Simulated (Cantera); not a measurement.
Cantera run:

```python
import numpy as np
import cantera as ct

gas_names = """
    H HNO HNO2 HNO3 HO2 H2 H2O H2O2 N NH NH2 NH3 NH2OH NO NO2 NO3 N2 N2H2 N2H4 N2O Nb NbO NbO2 O OH O2
    O3
""".split()
cond_names = """
    H2O(s) H2O(L) Nb(cr) Nb(L) NbO(s) NbO(L) NbO2(I) NbO2(II) NbO2(III) NbO2(L) Nb2O5(s) Nb2O5(L)
""".split()


def load(file, names, dense=False):
    # The tables refer to 1 bar. Condensed volumes are neglected.
    table = {s.name: s for s in ct.Species.list_from_file(file)}
    out = []
    for n in names:
        d = dict(table[n].input_data)
        d["thermo"] = dict(d["thermo"], **{"reference-pressure": 1e5})
        if dense:
            d["equation-of-state"] = {"model": "constant-volume", "density": "1e6 g/cm^3"}
        out.append(ct.Species.from_dict(d))
    return out


gas = ct.Solution(thermo="ideal-gas", species=load("nasa_gas.yaml", gas_names))
cond = {s.name: ct.Solution(thermo="fixed-stoichiometry", species=[s], name=s.name)
        for s in load("nasa_condensed.yaml", cond_names, dense=True)}
atoms = {
    'Nb': {'Nb': 1},
    'H2O': {'H': 2, 'O': 1},
    'H2': {'H': 2},
    'N2O': {'N': 2, 'O': 1},
}
top_T = {}  # K; cautious upper limits of use, not melting points


def equilibrate(T, P, feed):
    n = {}
    for name, mol in feed.items():
        for a, k in atoms[name].items():
            n[a] = n.get(a, 0.0) + k * mol
    gas.TPX = T, P, n
    mass = sum(n.values()) * gas.mean_molecular_weight
    gas.equilibrate("TP")
    valid = [c for c in cond.values() if c.min_temp <= T <= top_T.get(c.name, c.max_temp)]
    mix = ct.Mixture([(gas, mass / gas.mean_molecular_weight)] + [(c, 0.0) for c in valid])
    mix.T, mix.P = T, P
    mix.equilibrate("TP", solver="vcs", rtol=1e-11, max_steps=5000)
    return mix


results = []
feed = {'Nb': 1, 'H2O': 0.31, 'H2': 13, 'N2O': 18}  # mol
P = 133.322  # Pa
for T in [1198, 1273, 1348, 1423, 1498, 1573, 1648, 1723]:
    mix = equilibrate(T, P, feed)
    results.append((T, P, feed, dict(zip(mix.species_names, mix.species_moles))))

top = {s: max(r[3][s] / sum(r[3][g] for g in gas_names) for r in results) for s in gas_names}
cols = sorted((s for s in top if top[s] > 1e-06), key=lambda s: -top[s])[:5]
seen = [c for c in cond_names if any(r[3].get(c, 0) > 1e-12 for r in results)]
print("log10 of partial pressures in bar; condensed amounts in mol")
print(f"{'T/K':>10s}" + "".join(f"{s[:9]:>10s}" for s in cols + seen))
for T, P, feed, n in results:
    ng = sum(n[g] for g in gas_names)
    print(f"{T:10.4g}" + "".join(f"{np.log10(max(n[s] / ng * P / 1e5, 1e-99)):10.3f}" for s in cols)
          + "".join(f"{n.get(c, 0):10.4g}" for c in seen))
```

It prints:

```
log10 of partial pressures in bar; condensed amounts in mol
       T/K        N2       H2O        O2        OH        H2  Nb2O5(s)
      1198    -3.133    -3.264    -4.291    -7.571    -9.032       0.5
      1273    -3.133    -3.264    -4.292    -7.153    -8.392       0.5
      1348    -3.133    -3.264    -4.292    -6.781    -7.822       0.5
      1423    -3.133    -3.264    -4.293    -6.449    -7.312       0.5
      1498    -3.133    -3.264    -4.294    -6.150    -6.852       0.5
      1573    -3.133    -3.265    -4.296    -5.880    -6.435       0.5
      1648    -3.133    -3.266    -4.298    -5.635    -6.057       0.5
      1723    -3.134    -3.268    -4.299    -5.412    -5.712       0.5
```

Cantera equilibrium calculation (NASA polynomials, part measured and part estimated; ideal gas, pure solids and liquids). Condensed phases not in the tables: the oxides between NbO2 and Nb2O5.
